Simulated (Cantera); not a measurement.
Cantera with NASA thermochemical tables; ideal gases at 1 bar, condensed phases pure. Values are per mole of reaction as written; species without (g) are pure solids or liquids, kept so even where they would boil at 1 bar.

O3(g) + 3 Si ⇌ 3 SiO(g)

```csv
T (K),ΔH° (kJ),ΔS° (J/K),ΔG° (kJ),log10 K
1300,(withheld),(withheld),(withheld),(withheld)
1350,-469.4,304.8,-880.9,34.08
1400,-471.0,303.7,-896.1,33.43
1450,(withheld),(withheld),(withheld),(withheld)
1500,-474.3,301.4,-926.4,32.26
1550,-476.0,300.3,-941.4,31.73
1600,(withheld),(withheld),(withheld),(withheld)
1650,-479.6,298.0,-971.4,30.75
```

Problem. Fill in the missing entries.

Solution. 
- 1300, ΔH° (kJ): -467.9
- 1300, ΔS° (J/K): 306.0
- 1300, ΔG° (kJ): -865.7
- 1300, log10 K: 34.78
- 1450, ΔH° (kJ): -472.6
- 1450, ΔS° (J/K): 302.5
- 1450, ΔG° (kJ): -911.3
- 1450, log10 K: 32.83
- 1600, ΔH° (kJ): -477.8
- 1600, ΔS° (J/K): 299.2
- 1600, ΔG° (kJ): -956.4
- 1600, log10 K: 31.22
